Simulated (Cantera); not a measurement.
A closed system holds: 1 mol CH₃Cl, 0.095 mol CH₄, 1 mol H₂, at 133 Pa.

These are equilibrium values from Cantera (NASA tables, ideal gas, pure condensed phases), not measurements of a reactor. Candidate condensed phases: C, C₆H₆, C₇H₈, C₈H₁₈; 91 gas species. Kinetics and transport are ignored.

Q: Which condensed phases are stable at each of these points (T (K)): 2248, 2348, 2448, 2548, 2648, 2748, 2848, 2948, 3048, 3148, 3248, 3348?

A: 
```csv
T (K),condensed phases,C condensed (%)
2248,C(graphite),98.8
2348,C(graphite),98.0
2448,C(graphite),97.0
2548,C(graphite),95.1
2648,C(graphite),90.0
2748,C(graphite),72.5
2848,C(graphite),10.5
2948,gas only,0.0
3048,gas only,0.0
3148,gas only,0.0
3248,gas only,0.0
3348,gas only,0.0
```

From 2248 K to 2848 K the condensed part is C(graphite). From 2948 K to 3348 K nothing is condensed.
